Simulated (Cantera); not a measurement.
What does this Cantera script print?

```python
import numpy as np
import cantera as ct

gas_names = [...]  # 113 gases of nasa_gas.yaml made of C, Cu, H, O
cond_names = """
    C(gr) C6H6(L) C7H8(L) C8H18(L),n-octa Cu(cr) Cu(L) CuO(s) CuO2H2(s) Cu2O(s) Cu2O(L) H2O(s) H2O(L)
""".split()


# ... load() reads the species with a 1 bar reference pressure and builds the phases ...
atoms = {
    'CuO': {'Cu': 1, 'O': 1},
    'CO': {'C': 1, 'O': 1},
    'H2': {'H': 2},
}
top_T = {'C(gr)': 4500, 'CuO(s)': 1390}  # K; cautious upper limits of use, not melting points


# ... equilibrate(T, P, feed) seeds the gas with the atoms and calls Mixture.equilibrate('TP', solver="vcs", rtol=1e-11, max_steps=5000) ...
results = []
feed = {'CuO': 1, 'CO': 12, 'H2': 5.5}  # mol
P = 101325  # Pa
for T in [1400, 1500, 1600, 1700, 1800, 1900, 2000, 2100]:
    mix = equilibrate(T, P, feed)
    results.append((T, P, feed, dict(zip(mix.species_names, mix.species_moles))))

top = {s: max(r[3][s] / sum(r[3][g] for g in gas_names) for r in results) for s in gas_names}
cols = sorted((s for s in top if top[s] > 1e-05), key=lambda s: -top[s])[:8]
seen = [c for c in cond_names if any(r[3].get(c, 0) > 1e-12 for r in results)]
print("log10 of partial pressures in bar; condensed amounts in mol")
print(f"{'T/K':>10s}" + "".join(f"{s[:9]:>10s}" for s in cols + seen))
for T, P, feed, n in results:
    ng = sum(n[g] for g in gas_names)
    print(f"{T:10.4g}" + "".join(f"{np.log10(max(n[s] / ng * P / 1e5, 1e-99)):10.3f}" for s in cols)
          + "".join(f"{n.get(c, 0):10.4g}" for c in seen))
```

It prints:

```
log10 of partial pressures in bar; condensed amounts in mol
       T/K        CO        H2       H2O       CO2        Cu         H       Cu2        OH     Cu(L)
      1400    -0.177    -0.537    -1.550    -1.527    -5.870    -5.582    -9.580    -8.296         1
      1500    -0.176    -0.541    -1.515    -1.563    -5.085    -5.025    -8.492    -7.543    0.9999
      1600    -0.174    -0.544    -1.488    -1.596    -4.401    -4.537    -7.546    -6.887    0.9993
      1700    -0.173    -0.547    -1.466    -1.626    -3.799    -4.105    -6.716    -6.311    0.9972
      1800    -0.173    -0.549    -1.448    -1.653    -3.266    -3.721    -5.984    -5.800    0.9906
      1900    -0.172    -0.552    -1.434    -1.679    -2.792    -3.376    -5.332    -5.344    0.9719
      2000    -0.173    -0.555    -1.423    -1.702    -2.366    -3.066    -4.750    -4.935    0.9247
      2100    -0.175    -0.560    -1.416    -1.725    -1.982    -2.786    -4.226    -4.567    0.8159
```

Cantera equilibrium calculation (NASA polynomials, part measured and part estimated; ideal gas, pure solids and liquids).
